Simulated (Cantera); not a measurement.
Feed: 1 mol SiCl₄, 1.6 mol Cl₂, 0.62 mol H₂, 0.84 mol HCl, equilibrated at 1573.15 K and 0.230 bar.

Equilibrium computed with Cantera from the NASA thermochemical tables; the gas is ideal and each condensed phase is pure. Candidate condensed phases: Si; 19 gas species. The tables' values for SiCl₃ are old estimates; treat these amounts as uncertain. Kinetics and transport are ignored.

Base state: HCl 0.491, SiCl₄ 0.236, Cl₂ 0.189, Cl 0.0847, SiCl₃ 9.36e-5 (mole fractions); condensed: gas only.

Q: What changes in the equilibrium state with this change: pressure from 0.230 bar to 0.460 bar?

A: 
```
species   before    after
-------  -------  -------
HCl        0.491    0.496
SiCl₄      0.236    0.239
Cl₂        0.189    0.203
Cl        0.0847   0.0621
SiCl₃    9.36e-5  6.47e-5
```
